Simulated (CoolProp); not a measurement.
CH2F2 (R32) along the isobar 7090 kPa: fugacity coefficient from the reference equation and from simpler models built on Tc = 351.3 K, pc = 5783 kPa, ω = 0.277; each cubic takes its own stable root.

Model: reference Helmholtz-energy equation of state, Tillner-Roth 1997, in CoolProp.

| T (K) | phase | reference | Redlich-Kwong | Soave-Redlich-Kwong |
|---|---|---|---|---|
| 268.3 | liquid | … | 0.1490 | 0.1070 |
| 286.9 | liquid | 0.1639 | … | 0.1796 |
| 305.4 | liquid | … | 0.3169 | 0.2745 |
| 323.9 | liquid | 0.3559 | … | 0.3887 |
| 342.4 | liquid | 0.4758 | 0.5237 | 0.5135 |
| 360.9 | supercritical | 0.5962 | … | 0.6297 |
| 379.4 | supercritical | 0.6712 | 0.6851 | 0.7010 |
| 398 | supercritical | 0.7242 | 0.7301 | … |
| 416.5 | supercritical | 0.7659 | 0.7659 | 0.7926 |
| 435 | supercritical | … | 0.7956 | 0.8262 |

Task: Complete the blanks.

Result: 
- 268.3, reference: 0.09841
- 286.9, Redlich-Kwong: 0.2257
- 305.4, reference: 0.2502
- 323.9, Redlich-Kwong: 0.4185
- 360.9, Redlich-Kwong: 0.6208
- 398, Soave-Redlich-Kwong: 0.7520
- 435, reference: 0.8002
